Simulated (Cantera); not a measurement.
Silicon etching in halogen gases: Si + HF + N₂

Feed: 1 mol Si, a varied amount of HF, 91 mol N₂, equilibrated at 133 Pa.

These are equilibrium values from Cantera (NASA tables, ideal gas, pure condensed phases), not measurements of a reactor. Candidate condensed phases: Si, Si₃N₄; 37 gas species. N₂ is the only nitrogen source here; it is nearly inert below about 1500 K, so the nitride shown seldom forms there in practice. The tables' values for SiF₂, SiF₃ are old estimates. Equilibrium is a limit: real reactors are often held back by kinetics, nucleation or transport.

Stable condensed phases:

```
T in K \ n(HF) in mol
         1.3 1.9 2.6 3.2 3.8 4.5 5.1 5.7 6.4   7 7.7 8.3 8.9
   1673    A   A   B   B   B   B   B   B   B   B   B   B   B
   1573    A   A   A   B   B   B   B   B   B   B   B   B   B
   1473    A   A   A   A   B   B   B   B   B   B   B   B   B
   1373    A   A   A   A   A   B   B   B   B   B   B   B   B
   1273    A   A   A   A   A   B   B   B   B   B   B   B   B
   1173    A   A   A   A   A   B   B   B   B   B   B   B   B
   1073    A   A   A   A   A   B   B   B   B   B   B   B   B
    973    A   A   A   A   A   B   B   B   B   B   B   B   B
    873    A   A   A   A   A   B   B   B   B   B   B   B   B
    773    A   A   A   A   A   B   B   B   B   B   B   B   B
```

A: Si₃N₄; B: gas only.
